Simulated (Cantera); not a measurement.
CH3F + HCl (fluorocarbon and chlorocarbon gases)

Charge: 1 mol CH3F, 1 mol HCl, equilibrated at 700 °C and 3.40 Pa.

These are equilibrium values from Cantera (NASA tables, ideal gas, pure condensed phases), not measurements of a reactor. Candidate condensed phases: C, C6H6, C7H8, C8H18; 118 gas species. Rates play no part.

- x(HCl): 0.333
- x(HF): 0.333
- x(H2): 0.333
- n(C(graphite)): 1.000 mol
- gas amount: 3.000 mol
